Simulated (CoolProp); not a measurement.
Vapour-liquid equilibrium of ammonia (1) + benzene (2) at 19.75 °C; x and y are mole fractions of (1).

Computed with CoolProp (multi-fluid Helmholtz-energy mixture model, Gao 2020 and Thol 2012; pair parameters Bell 2016).

```csv
x,bubble pressure (MPa),y at the bubble point,dew pressure at overall composition x (MPa),liquid density (mol/L)
0.05,0.1311,0.925,0.01043,11.70
0.2,0.4261,0.977,0.01240,13.21
0.35,0.5867,0.984,0.01527,15.09
0.5,0.6513,0.986,0.01986,17.51
0.65,0.6822,0.988,0.02836,20.76
0.8,0.7253,0.990,0.04959,25.40
0.95,0.8096,0.996,0.1972,32.54
```

No azeotrope shows between x = 0.05 and 0.95.

The pair parameters rest on a limited set of measurements; away from them the model extrapolates. With so large a gap from Raoult's law the liquid may split in two, which this calculation doesn't test in full.
